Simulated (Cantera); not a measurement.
An isothermal, constant-pressure homogeneous reactor starts with N2O : H2 : N2 = 1 : 0.0026 : 0.53 (molar parts), at 1125 K and 0.360 bar.

Detailed kinetics in Cantera: GRI-Mech 3.0 (53 species, 325 reactions). GRI-Mech 3.0 was tuned for natural gas; its chemistry of N2O as a main component is partial and can be far from experiment. The mechanism lacks the step 2 NO + O2 → 2 NO2, which can matter for NO2 below about 1400 K. The temperature is held fixed by assumption; the heat of reaction is taken as removed at once.

x: mole fraction; the columns are a selection and need not sum to one.

```tsv
t (s)	x N2O	x H2	x NO2	x NO	x H2O2	x N2	x HO2
1.00e-6	0.652	0.00170	<1e-12	3.57e-11	<1e-12	0.346	<1e-12
2.90e-6	0.652	0.00170	<1e-12	2.95e-10	<1e-12	0.346	<1e-12
8.42e-6	0.652	0.00170	<1e-12	2.34e-9	<1e-12	0.346	2.03e-12
2.44e-5	0.652	0.00170	<1e-12	1.69e-8	<1e-12	0.346	5.23e-11
7.09e-5	0.652	0.00170	<1e-12	9.63e-8	<1e-12	0.346	1.05e-9
0.000206	0.652	0.00170	3.82e-12	3.93e-7	2.51e-12	0.346	1.43e-8
0.000597	0.652	0.00169	2.69e-10	1.31e-6	8.64e-11	0.346	1.34e-7
0.00173	0.652	0.00166	1.67e-8	4.16e-6	3.38e-9	0.346	8.64e-7
0.00503	0.652	0.00153	4.76e-7	1.21e-5	5.98e-8	0.346	2.39e-6
0.0146	0.651	___	3.74e-6	3.16e-5	8.46e-8	0.347	2.24e-6
0.0423	0.650	___	1.52e-5	8.47e-5	2.87e-8	0.348	1.28e-6
0.123	0.646	___	4.55e-5	0.000240	3.85e-9	0.350	4.27e-7
0.356	0.636	___	7.14e-5	0.000740	6.64e-10	0.356	1.16e-7
1.03	0.610	___	8.79e-5	0.00218	5.73e-10	0.372	4.55e-8
3.00	0.541	7.97e-10	0.000104	0.00591	5.96e-10	0.413	1.75e-8
```

### Question
What belongs in the gaps?

### Answer

- 0.0146, x H2: 0.00115
- 0.0423, x H2: 0.000524
- 0.123, x H2: 9.84e-5
- 0.356, x H2: 4.17e-6
- 1.03, x H2: 1.58e-9
